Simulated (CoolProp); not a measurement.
A closed Brayton cycle with carbon dioxide: compressor inlet 315.15 K and 9.1 MPa, high pressure 19.5 MPa, turbine inlet 905 K, compressor efficiency 0.8, turbine efficiency 0.85, recuperator effectiveness 0.95 (on enthalpy, no pinch check). Each further row changes one setting.

Values from CoolProp's reference Helmholtz-energy equation of state, Span 1996.

```
case                           thermal efficiency (%)  net work (kJ/kg)  compressor to turbine work  compressor exit (K)  turbine exit (K)
-----------------------------  ----------------------  ----------------  --------------------------  -------------------  ----------------
as stated                                           ?              80.9                        0.24                356.3             812.7
turbine inlet 855 K                                 ?                 ?                        0.26                356.3                 ?
compressor inlet 325.15 K                        34.3              70.2                           ?                384.7             812.7
high pressure 16.6 MPa                              ?                 ?                        0.22                347.4                 ?
recuperator effectiveness 0.5                    16.9              80.9                        0.24                356.3             812.7
```

Problem. Fill in the missing entries.

Solution. 
- as stated, thermal efficiency (%): 34.8
- turbine inlet 855 K, thermal efficiency (%): 33.4
- turbine inlet 855 K, net work (kJ/kg): 74.5
- turbine inlet 855 K, turbine exit (K): 765.9
- compressor inlet 325.15 K, compressor to turbine work: 0.34
- high pressure 16.6 MPa, thermal efficiency (%): 32.3
- high pressure 16.6 MPa, net work (kJ/kg): 65.9
- high pressure 16.6 MPa, turbine exit (K): 831.7
